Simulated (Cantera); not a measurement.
A closed system holds: 1 mol FeS2, 0.083 mol SO3, 5.7 mol N2, held at 1050 °C and 22.0 mbar.

Cantera equilibrium calculation (NASA polynomials, part measured and part estimated; ideal gas, pure solids and liquids). Candidate condensed phases: Fe, FeO, FeS, FeSO4, FeS2, Fe2O3, Fe2(SO4)3, Fe3O4, S; 19 gas species. FeS: taken at fixed stoichiometry. Equilibrium is a limit: real reactors are often held back by kinetics, nucleation or transport.

Base state: N2 0.904, S2 0.0756, SO2 0.0193, SO 0.000443, S2O 0.000402 (mole fractions); condensed: FeS(s).

### Question
What changes in the equilibrium state with this change: temperature from 1050 °C to 1575 °C?

### Answer
```json
[
 {"species": "N2", "before": "0.904", "after": "0.899"},
 {"species": "S2", "before": "0.0756", "after": "0.0730"},
 {"species": "SO2", "before": "0.0193", "after": "0.0150"},
 {"species": "SO", "before": "0.000443", "after": "0.00887"},
 {"species": "Fe", "before": "1.91e-9", "after": "0.00172"},
 {"species": "FeO", "before": "<1e-9", "after": "1.57e-5"},
 {"species": "S", "before": "7.36e-6", "after": "0.00198"},
 {"species": "S2O", "before": "0.000402", "after": "0.000312"},
 {"species": "FeS(s), mol", "before": "1.00", "after": "0"},
 {"species": "FeS(l), mol", "before": "0", "after": "0.989"}
]
```

### Question
What changes in the equilibrium state with this change: temperature from 1050 °C to 1452 °C?

### Answer
```tsv
species	before	after
N2	0.904	0.903
S2	0.0756	0.0740
SO2	0.0193	0.0169
SO	0.000443	0.00537
Fe	1.91e-9	0.000156
S	7.36e-6	0.000724
S2O	0.000402	0.000340
FeS(s), mol	1.00	0
FeS(l), mol	0	0.999
```
